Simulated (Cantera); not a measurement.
Input: 1 mol PbF₂, 0.18 mol HF, 1.3 mol N₂, at 0.650 Pa.

Method: chemical equilibrium by Gibbs-energy minimisation in Cantera with the NASA 1993 tables (ideal gas, pure condensed phases). Candidate condensed phases: Pb, PbF₂; 26 gas species. Rates play no part.

x: gas mole fraction; nothing condenses.

```csv
T (K),x N₂,x PbF₂,x F,x PbF₄,x Pb,x HF,x PbF
1098,0.524,0.176,8.27e-9,0.111,0.105,0.0726,0.0107
1198,0.524,0.200,3.62e-7,0.0979,0.0904,0.0726,0.0150
1298,0.524,0.219,(withheld),(withheld),(withheld),0.0726,(withheld)
1398,0.524,0.233,0.000138,0.0792,0.0673,0.0726,0.0241
1498,0.523,0.243,0.00150,0.0723,0.0588,0.0725,0.0286
1598,0.518,0.248,(withheld),(withheld),0.0532,0.0717,(withheld)
1698,0.490,0.237,0.0657,0.0435,0.0566,0.0678,0.0396
1798,0.414,0.167,0.210,0.0110,0.0915,0.0573,0.0489
```

Complete the blanks.


- 1598, x F: 0.0118
- 1598, x PbF₄: 0.0639
- 1598, x PbF: 0.0332
- 1298, x F: 8.89e-6
- 1298, x PbF₄: 0.0875
- 1298, x Pb: 0.0777
- 1298, x PbF: 0.0195
